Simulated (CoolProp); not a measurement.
Model: reference Helmholtz-energy equation of state, Gao 2016, in CoolProp.

Problem. For sulfur dioxide, give the phase and the density (kg/m³), Joule-Thomson coefficient (K/MPa), isothermal compressibility (1/MPa), fugacity coefficient at 160.65 °C and 4.8 MPa.

Solution. 
- 160.65 °C and 4.8 MPa: gas; density 113, Joule-Thomson coefficient 12.3, isothermal compressibility 0.295, fugacity coefficient 0.799
